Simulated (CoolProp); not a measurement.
Vapour-liquid equilibrium of R134a (1) + methanol (2) at 2.88 bar; x and y are mole fractions of (1).

Values from CoolProp's multi-fluid Helmholtz-energy mixture model, Tillner-Roth 1994 and de Reuck 1993; pair parameters Bell 2016.

```
x     bubble temperature, mixture model (K)  bubble temperature, Raoult's law (K)  y, mixture model  y, Raoult's law
----  -------------------------------------  ------------------------------------  ----------------  ---------------
0.05                                  329.5                                 351.3             0.746            0.440
0.2                                   295.2                                 320.7             0.951            0.861
0.35                                  287.9                                 303.6             0.969            0.949
0.5                                   284.4                                 292.7             0.976            0.978
0.65                                  281.4                                 284.8             0.982            0.990
0.8                                   278.0                                 278.9             0.989            0.996
0.95                                  274.1                                 274.1             0.997            0.999
```

The largest gap from Raoult's law is -25.5 K in bubble temperature, at x = 0.2. No azeotrope shows between x = 0.05 and 0.95.

Pair parameters are fitted to limited data, so mixtures are less certain than the pure fluids. With so large a gap from Raoult's law the liquid may split in two, which this calculation doesn't test in full.
